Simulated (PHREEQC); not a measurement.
Consider water at 20 °C with 1.1 mmol/kgw HCl, 0.053 mmol/kgw NiSO4 and 74 mmol/kgw Na2SO4. Closed to the air; pH follows from the charge balance.

Computed with PHREEQC (ion-association model, wateq4f.dat).

**Question.** The ionic strength comes out as 0.198 mol/kgw. What activity coefficients do HSO4-, H+, Na+, SO4-2, NaSO4- get?

**Answer.** HSO4- 0.73, H+ 0.80, Na+ 0.75, SO4-2 0.30, NaSO4- 0.75.

No solid was allowed to form.
